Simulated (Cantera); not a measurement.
**Moist CO burnout**

An isothermal, constant-pressure homogeneous reactor starts with 0.367 % CO, 0.387 % O₂, 0.109 % H₂O, 99.1 % N₂, equivalence ratio 0.47, at 1325 K and 0.306 atm.

Detailed kinetics in Cantera: GRI-Mech 3.0 (53 species, 325 reactions).

```
t (s)         x CO     x O₂     x H₂O     x N₂O     x NO      x OH    x H₂O₂
--------  --------  -------  --------  --------  -------  --------  --------
0.000200   0.00367  0.00387   0.00109    <1e-12   <1e-12  6.57e-12    <1e-12
0.000446   0.00367  0.00387   0.00109    <1e-12   <1e-12  2.50e-11    <1e-12
0.000993   0.00367  0.00387   0.00109    <1e-12   <1e-12  1.01e-10    <1e-12
0.00221    0.00367  0.00387   0.00109    <1e-12   <1e-12  4.67e-10    <1e-12
0.00493    0.00367  0.00387   0.00109  1.89e-12   <1e-12   3.19e-9    <1e-12
0.0110     0.00367  0.00387   0.00109  5.23e-11   <1e-12   8.71e-8    <1e-12
0.0245     0.00338  0.00366   0.00104   3.13e-8  2.00e-9   2.68e-5   2.29e-9
0.0546    0.000903  0.00240  0.000821   8.49e-8  6.70e-7   6.75e-5   8.17e-9
0.122     0.000226  0.00212   0.00102   1.17e-7  1.09e-6   3.74e-5   4.41e-9
0.271      5.45e-5  0.00205   0.00108   1.73e-7  1.16e-6   1.76e-5   1.27e-9
0.604      1.22e-5  0.00204   0.00109   2.00e-7  1.18e-6   8.44e-6  3.21e-10
1.35       2.77e-6  0.00204   0.00109   1.59e-7  1.19e-6   4.25e-6  8.45e-11
3.00       7.03e-7  0.00204   0.00109   6.99e-8  1.19e-6   2.31e-6  2.54e-11
```
x: mole fraction; the columns are a selection and need not sum to one.

Equilibrium at this temperature and pressure: CO 3.70e-8, O₂ 0.00201, H₂O 0.00109, N₂O 2.10e-9, NO 5.13e-5, OH 6.13e-7, H₂O₂ 1.80e-12 (gas phase only).
